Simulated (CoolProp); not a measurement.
n-perfluorohexane along the isotherm 176.85 °C: Z from the reference equation and from simpler models built on Tc = 174.9 °C, pc = 1742 kPa, ω = 0.497; each cubic takes its own stable root.

Model: reference Helmholtz-energy equation of state, Gao 2022, in CoolProp.

```json
[
 {"p (kPa)": "2180", "phase": "supercritical", "reference": "0.2056", "Redlich-Kwong": "0.2675", "Soave-Redlich-Kwong": "0.2706"},
 {"p (kPa)": "4350", "phase": "supercritical", "reference": "0.3427", "Redlich-Kwong": "0.4123", "Soave-Redlich-Kwong": "0.4137"},
 {"p (kPa)": "6530", "phase": "supercritical", "reference": "0.4844", "Redlich-Kwong": "0.5627", "Soave-Redlich-Kwong": "0.5640"},
 {"p (kPa)": "8710", "phase": "supercritical", "reference": "0.6222", "Redlich-Kwong": "0.7072", "Soave-Redlich-Kwong": "0.7084"},
 {"p (kPa)": "10900", "phase": "supercritical", "reference": "0.7573", "Redlich-Kwong": "0.8475", "Soave-Redlich-Kwong": "0.8487"},
 {"p (kPa)": "13100", "phase": "supercritical", "reference": "0.8902", "Redlich-Kwong": "0.9847", "Soave-Redlich-Kwong": "0.9859"},
 {"p (kPa)": "15200", "phase": "supercritical", "reference": "1.015", "Redlich-Kwong": "1.113", "Soave-Redlich-Kwong": "1.114"},
 {"p (kPa)": "17400", "phase": "supercritical", "reference": "1.144", "Redlich-Kwong": "1.245", "Soave-Redlich-Kwong": "1.246"}
]
```
